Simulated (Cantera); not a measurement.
An adiabatic, constant-volume homogeneous reactor starts with 38.4 % H2, 12.0 % O2, 45.0 % N2, 4.61 % H2O, equivalence ratio 1.6, at 1175 K and 4.93 atm.

Computed with Cantera and GRI-Mech 3.0 (53 species, 325 reactions). The hydrogen kinetics of GRI-Mech 3.0 are dated; newer H2 mechanisms differ, most at raised pressure.

**Question.** Predict: time of steepest temperature rise; temperature at 9.00 s; equilibrium temperature; x(H2) at 9.00 s; x(O2) at 9.00 s; x(H2O) at 9.00 s; x(H2O2) at 9.00 s; x(OH) at 9.00 s; x(NO) at 9.00 s.

**Answer.** 
* **time of steepest temperature rise**: 93.8 µs
* **temperature at 9.00 s**: 2975 K
* **equilibrium temperature**: 2975 K
* **x(H2) at 9.00 s**: 0.162 (gas-phase equilibrium 0.162)
* **x(O2) at 9.00 s**: 0.000540 (gas-phase equilibrium 0.000540)
* **x(H2O) at 9.00 s**: 0.305 (gas-phase equilibrium 0.305)
* **x(H2O2) at 9.00 s**: 3.98e-7 (gas-phase equilibrium 3.98e-7)
* **x(OH) at 9.00 s**: 0.0108 (gas-phase equilibrium 0.0108)
* **x(NO) at 9.00 s**: 0.00188 (gas-phase equilibrium 0.00188)
